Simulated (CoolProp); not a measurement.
Vapour-liquid equilibrium of n-pentane (1) + acetone (2) at 402.4 K; x and y are mole fractions of (1).

Values from CoolProp's multi-fluid Helmholtz-energy mixture model, Thol 2019 and Lemmon 2006; pair parameters Bell 2016.

```
x     bubble pressure (kPa)  y at the bubble point  dew pressure at overall composition x (kPa)  liquid density (mol/L)
----  ---------------------  ---------------------  -------------------------------------------  ----------------------
0.05                  837.3                  0.134                                        776.6                   10.86
0.15                  979.9                  0.304                                        849.3                   10.18
0.25                   1077                  0.409                                        931.7                   9.566
0.35                   1144                  0.484                                         1022                   9.014
0.45                   1189                  0.546                                         1115                   8.524
0.55                   1217                  0.602                                         1191                   8.096
0.65                   1229                  0.661                                         1228                   7.729
0.75                   1225                  0.727                                         1220                   7.420
0.85                   1198                  0.809                                         1178                   7.166
0.95                   1137                  0.923                                         1120                   6.959
```

y crosses x between x = 0.65 and 0.75: the model has an azeotrope there.

Pair parameters are fitted to limited data, so mixtures are less certain than the pure fluids.
